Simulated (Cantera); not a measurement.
Charge: 1 mol SiH2Cl2, 0.98 mol C2H2, 56 mol H2, equilibrated at 1.00 bar.

These are equilibrium values from Cantera (NASA tables, ideal gas, pure condensed phases), not measurements of a reactor. Candidate condensed phases: C, C6H6, C7H8, C8H18, Si, SiC; 109 gas species. Equilibrium is a limit: real reactors are often held back by kinetics, nucleation or transport. All values below are at 1750 K.

Base state: H2 0.965, HCl 0.0338, CH4 0.000850, H 0.000228, C2H2 (acetylene) 0.000111, SiCl2 7.47e-5 (mole fractions); condensed: C(graphite) + SiC(s).

**Question.** What changes in the equilibrium state with this change: C2H2 from 0.98 to 0.04 mol?

**Answer.** 
```json
[
 {"species": "H2", "before": "0.965", "after": "0.968"},
 {"species": "HCl", "before": "0.0338", "after": "0.0286"},
 {"species": "SiCl2", "before": "7.47e-5", "after": "0.00281"},
 {"species": "C2H2 (acetylene)", "before": "0.000111", "after": "4.03e-8"},
 {"species": "SiH2", "before": "3.83e-7", "after": "2.02e-5"},
 {"species": "CH4", "before": "0.000850", "after": "1.63e-5"},
 {"species": "SiH2Cl2", "before": "4.47e-7", "after": "1.68e-5"},
 {"species": "C(graphite), mol", "before": "0.901", "after": "0"},
 {"species": "SiC(s), mol", "before": "0.995", "after": "0.0790"},
 {"species": "Si(l), mol", "before": "0", "after": "0.751"}
]
```
Mutual solubility and eutectic melting of coexisting phases are not modelled. The tables' values for SiCl3 are old estimates; treat these amounts as uncertain. Gases not in the tables: Si2H6 and higher silanes.
